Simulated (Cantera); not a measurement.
Feed: 1 mol n-butane, 0.22 mol O2, at 2.48 Torr.

These are equilibrium values from Cantera (NASA tables, ideal gas, pure condensed phases), not measurements of a reactor. Candidate condensed phases: C, C6H6, C7H8, C8H18, H2O; 110 gas species. Kinetics and transport are ignored.

Question: At 1673 K, list the 4 most abundant gas species with their mole fractions, and the condensed phases.

Answer: H2 0.917, CO 0.0808, H 0.00190, C2H2 (acetylene) 5.23e-5. Condensed: C(graphite).
